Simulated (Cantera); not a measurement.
Charge: 1 mol CaCl2, 0.11 mol N2, held at 1025 K and 0.00700 bar.

Equilibrium computed with Cantera from the NASA thermochemical tables; the gas is ideal and each condensed phase is pure. Candidate condensed phases: Ca, CaCl2; 8 gas species. Kinetics and transport are ignored.

Base state: N2 1.000 (mole fractions); condensed: CaCl2(s).

Task: What changes in the equilibrium state with this change: CaCl2 replaced by CaF2?

Result: 
| species | before | after |
|---|---|---|
| N2 | 1.000 | 1.00 |
| CaCl2(s), mol | 1.000 | 0 |
| CaF2(s), mol | 0 | 1.00 |
Further candidate phases: CaF2.
